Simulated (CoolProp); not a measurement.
A closed Brayton cycle with carbon dioxide: compressor inlet 307.15 K and 8 MPa, high pressure 24.9 MPa, turbine inlet 730 K, compressor efficiency 0.85, turbine efficiency 0.9, recuperator effectiveness 0.95 (on enthalpy, no pinch check). Each further row changes one setting.

Model: reference Helmholtz-energy equation of state, Span 1996, in CoolProp.

```json
[
 {"case": "as stated", "thermal efficiency (%)": "(withheld)", "net work (kJ/kg)": "96.5", "compressor to turbine work": "0.24", "compressor exit (K)": "349.4", "turbine exit (K)": "604.4"},
 {"case": "turbine inlet 680 K", "thermal efficiency (%)": "32.5", "net work (kJ/kg)": "85.7", "compressor to turbine work": "0.26", "compressor exit (K)": "349.4", "turbine exit (K)": "559.0"},
 {"case": "compressor inlet 317.15 K", "thermal efficiency (%)": "(withheld)", "net work (kJ/kg)": "72.8", "compressor to turbine work": "(withheld)", "compressor exit (K)": "406.5", "turbine exit (K)": "604.4"},
 {"case": "high pressure 21.2 MPa", "thermal efficiency (%)": "(withheld)", "net work (kJ/kg)": "(withheld)", "compressor to turbine work": "(withheld)", "compressor exit (K)": "342.8", "turbine exit (K)": "621.7"},
 {"case": "recuperator effectiveness 0.5", "thermal efficiency (%)": "(withheld)", "net work (kJ/kg)": "96.5", "compressor to turbine work": "0.24", "compressor exit (K)": "349.4", "turbine exit (K)": "604.4"}
]
```

Problem. Some entries are withheld; supply them.

Solution. 
- as stated, thermal efficiency (%): 34.8
- compressor inlet 317.15 K, thermal efficiency (%): 32.1
- compressor inlet 317.15 K, compressor to turbine work: 0.43
- high pressure 21.2 MPa, thermal efficiency (%): 33.5
- high pressure 21.2 MPa, net work (kJ/kg): 86.4
- high pressure 21.2 MPa, compressor to turbine work: 0.22
- recuperator effectiveness 0.5, thermal efficiency (%): 23.4
